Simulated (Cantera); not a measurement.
A perfectly stirred reactor is fed with CH₄ : O₂ : N₂ : CO₂ = 1 : 4.17 : 15.7 : 6 (molar parts), at 101000 Pa; it is adiabatic with a 575 K inlet, and is followed from long to short residence time, starting on the burning branch (τ in s: 0.5, 0.18, 0.062, 0.022, 0.0077, 0.0027, 0.00095, 0.00033, 0.00012, 4.2e-05).

Computed with Cantera and GRI-Mech 3.0 (53 species, 325 reactions).

Problem. Predict: blow-out, bracketed by the residence times tried; x(CH₄) at τ = 0.500 s; x(O₂) at τ = 0.500 s; x(CO₂) at τ = 0.500 s; x(H₂O₂) at τ = 0.500 s; x(C₂H₄) at τ = 0.500 s; x(CH₄) at τ = 2.70 ms; x(O₂) at τ = 2.70 ms; x(CO₂) at τ = 2.70 ms.

Solution. 
```json
{
  "blow_out_bracketed_by_the_residence_times_tried": "burning at 22.0 ms, out at 7.70 ms",
  "x(CH₄) at τ = 0.500 s": "2.50e-5",
  "x(O₂) at τ = 0.500 s": "0.0809",
  "x(CO₂) at τ = 0.500 s": "0.260",
  "x(H₂O₂) at τ = 0.500 s": "9.15e-8",
  "x(C₂H₄) at τ = 0.500 s": "5.48e-8",
  "x(CH₄) at τ = 2.70 ms": "0.0372",
  "x(O₂) at τ = 2.70 ms": "0.155",
  "x(CO₂) at τ = 2.70 ms": "0.223"
}
```
